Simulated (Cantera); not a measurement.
Adiabatic ignition

An adiabatic, constant-pressure homogeneous reactor starts with 15.1 % CO, 9.51 % H2, 0.936 % CH4, 15.3 % O2, 57.4 % N2, 1.81 % H2O, equivalence ratio 0.93, at 1800 K and 1600000 Pa.

Detailed kinetics in Cantera: GRI-Mech 3.0 (53 species, 325 reactions). The pressure lies above the range GRI-Mech 3.0 was tuned for (to about 10 atm). Above 3000 K some thermodynamic fits are extrapolated.

| t (s) | T (K) | x CO | x H2 | x CH4 | x NO2 | x CH2O |
|---|---|---|---|---|---|---|
| 2.00e-6 | 2842 | 0.0809 | 0.0123 | <1e-12 | 3.41e-7 | 5.09e-9 |
| 5.91e-6 | 3069 | 0.0635 | 0.00909 | <1e-12 | 1.34e-6 | 3.68e-9 |
| 1.75e-5 | 3074 | 0.0627 | 0.00901 | <1e-12 | 4.35e-6 | 3.67e-9 |
| 5.16e-5 | 3065 | 0.0629 | 0.00911 | <1e-12 | 1.02e-5 | 3.72e-9 |
| 0.000152 | 3056 | 0.0632 | 0.00920 | <1e-12 | 1.48e-5 | 3.78e-9 |
| 0.000451 | 3055 | 0.0632 | 0.00921 | <1e-12 | 1.53e-5 | 3.78e-9 |
| 0.00133 | 3055 | 0.0632 | 0.00921 | <1e-12 | 1.53e-5 | 3.78e-9 |
| 0.00393 | 3055 | 0.0632 | 0.00921 | <1e-12 | 1.53e-5 | 3.78e-9 |
| 0.0116 | 3055 | 0.0632 | 0.00921 | <1e-12 | 1.53e-5 | 3.78e-9 |
| 0.0344 | 3055 | 0.0632 | 0.00921 | <1e-12 | 1.53e-5 | 3.78e-9 |
| 0.102 | 3055 | 0.0632 | 0.00921 | <1e-12 | 1.53e-5 | 3.78e-9 |
| 0.300 | 3055 | 0.0632 | 0.00921 | <1e-12 | 1.53e-5 | 3.78e-9 |
x: mole fraction; the columns are a selection and need not sum to one.

```yaml
time_of_steepest_temperature_rise: 0.655 µs
temperature at 0.300 s: 3055 K
equilibrium_temperature: 3055 K
x(CO) at 0.300 s: 0.0632 (gas-phase equilibrium 0.0632)
x(H2) at 0.300 s: 0.00921 (gas-phase equilibrium 0.00921)
x(CH4) at 0.300 s: <1e-12 (gas-phase equilibrium <1e-12)
```
